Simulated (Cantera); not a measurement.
An adiabatic, constant-volume homogeneous reactor starts with CH4 : CO : O2 : N2 = 1 : 1.1 : 1.34 : 5.05 (molar parts), at 1150 K and 4.34 atm.

Detailed kinetics in Cantera: GRI-Mech 3.0 (53 species, 325 reactions).

Problem. Predict: time of steepest temperature rise; temperature at 0.400 s; equilibrium temperature; x(CO) at 0.400 s; x(O2) at 0.400 s; x(H2O) at 0.400 s; x(H) at 0.400 s.

Solution. 
| Item | Value |
|---|---|
| time of steepest temperature rise | 64.9 ms |
| temperature at 0.400 s | 2735 K |
| equilibrium temperature | 2735 K |
| x(CO) at 0.400 s | 0.183 (gas-phase equilibrium 0.183) |
| x(O2) at 0.400 s | 7.25e-5 (gas-phase equilibrium 7.25e-5) |
| x(H2O) at 0.400 s | 0.134 (gas-phase equilibrium 0.134) |
| x(H) at 0.400 s | 0.00547 (gas-phase equilibrium 0.00547) |
